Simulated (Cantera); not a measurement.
## Thermodynamics of carbon deposition, reforming and gasification, feed C₆H₆ + H₂O + NH₃

A closed system holds: 1 mol C₆H₆, 0.97 mol H₂O, 1.3 mol NH₃, at 1427 °C and 410 Pa.

These are equilibrium values from Cantera (NASA tables, ideal gas, pure condensed phases), not measurements of a reactor. Candidate condensed phases: C, C₆H₆, C₇H₈, C₈H₁₈, H₂O; 136 gas species. Kinetics and transport are ignored.

```yaml
x(H₂): 0.783
x(CO): 0.129
x(N₂): 0.0856
x(H): 0.00204
x(HCN): 0.000948
x(C₂H₂ (acetylene)): 5.75e-5
x(HNC): 2.84e-5
x(CH₄): 2.75e-6
n(C(graphite)): 5.02 mol
gas_amount: 7.548 mol
```
